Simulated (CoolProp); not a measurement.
Model: reference Helmholtz-energy equation of state, Lemmon 2006, in CoolProp. It is a short technical equation, of lower accuracy than the large ones.

Give the vapour pressure (bar), vapour density (kg/m³), enthalpy of vaporisation (kJ/kg), liquid cp (kJ/(kg K)) of saturated nitrous oxide at 240.3, 260.1 K.


```csv
T (K),p (bar),vapour density (kg/m³),enthalpy of vaporisation (kJ/kg),liquid cp (kJ/(kg K))
240.3,12.0,31.0,299,1.88
260.1,22.0,57.8,263,2.06
```
